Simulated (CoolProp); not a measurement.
Aqueous ethanol as a coolant, at 3 °C, 1 atm.

The numbers come from the Melinder's fits for secondary coolants in CoolProp.

| mass % | freezing point (°C) | viscosity (mPa s) | Prandtl number | density (kg/m³) | cp (kJ/(kg K)) |
|---|---|---|---|---|---|
| 4.3 | -1.7 | 2.08 | 16.6 | 992.2 | 4.307 |
| 11.3 | -5.1 | 3.08 | 27.2 | 983.4 | 4.396 |
| 18.3 | -9.8 | 4.22 | 40.2 | 976.6 | 4.382 |
| 25.3 | … | 5.23 | 52.9 | 969.4 | 4.277 |
| 32.4 | -22.4 | 5.88 | 62.3 | … | … |
| 39.4 | -29.0 | 6.07 | 67.0 | 948.5 | 3.932 |
| 46.4 | -34.9 | 5.90 | 67.8 | 934.7 | 3.755 |

### Question
Fill in the missing entries.

### Answer

- 25.3, freezing point (°C): -15.7
- 32.4, density (kg/m³): 960.1
- 32.4, cp (kJ/(kg K)): 4.113
